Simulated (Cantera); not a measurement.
Feed: 1 mol SiF₄, 0.15 mol N₂O, 160 mol N₂, 5.2 mol H₂O, held at 1075 K and 1.20 mbar.

Method: chemical equilibrium by Gibbs-energy minimisation in Cantera with the NASA 1993 tables (ideal gas, pure condensed phases). Candidate condensed phases: H₂O, Si, SiO₂, Si₂N₂O, Si₃N₄; 58 gas species. Equilibrium is a limit: real reactors are often held back by kinetics, nucleation or transport.

Base state: N₂ 0.957, HF 0.0239, H₂O 0.0191, O₂ 0.000446 (mole fractions); condensed: SiO₂(β-quartz).

What changes in the equilibrium state with this change: H₂O from 5.2 to 0.13 mol?


| species | before | after |
|---|---|---|
| N₂ | 0.957 | 0.992 |
| SiF₄ | 1.97e-6 | 0.00579 |
| HF | 0.0239 | 0.00161 |
| H₂O | 0.0191 | 1.60e-6 |
| O₂ | 0.000446 | 0.000463 |
| SiO₂(β-quartz), mol | 1.000 | 0.0649 |
